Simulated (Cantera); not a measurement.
Charge: 1 mol SiH4, 0.18 mol HCl, 1400 mol H2, held at 630 Pa.

Equilibrium computed with Cantera from the NASA thermochemical tables; the gas is ideal and each condensed phase is pure. Candidate condensed phases: Si; 19 gas species. Gases not in the tables: Si2H6 and higher silanes. Rates play no part.

Which condensed phases are stable at each of these points (T (°C)): 702, 802, 902, 1002, 1102, 1202, 1302, 1402, 1502, 1602, 1702, 1802?


```
T (°C)  condensed phases  Si condensed (%)
------  ----------------  ----------------
702                Si(s)             100.0
802                Si(s)             100.0
902                Si(s)             100.0
1002               Si(s)             100.0
1102               Si(s)              99.9
1202               Si(s)              99.7
1302               Si(s)              97.9
1402               Si(s)              87.3
1502               Si(l)              42.0
1602            gas only               0.0
1702            gas only               0.0
1802            gas only               0.0
```

From 702 °C to 1402 °C the condensed part is Si(s). At 1502 °C the condensed part is Si(l). From 1602 °C to 1802 °C nothing is condensed.
